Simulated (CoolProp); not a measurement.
Saturation properties of chloromethane (R40).

Computed with CoolProp (reference Helmholtz-energy equation of state, Thol 2014).

```tsv
T (K)	p (kPa)	liquid density (kg/m³)	vapour density (kg/m³)	surface tension (mN/m)
300.4	616.0	907.2	14.04	15.0
305.9	718.8	895.8	16.31	14.2
311.5	836.0	883.9	18.90	13.3
317.1	966.8	871.8	21.81	12.4
322.7	1112	859.3	25.06	11.6
328.2	1270	846.7	28.64	10.8
333.8	1447	833.4	32.71	9.94
339.4	1642	819.7	37.26	9.12
345	1854	805.6	42.34	8.32
350.5	2083	791.1	47.92	7.54
356.1	2335	775.7	54.27	6.77
361.7	2609	759.5	61.42	6.01
```

It boils at 249.2 K under 1 atm.

Surface tension comes from a separate correlation (Mulero 2014).
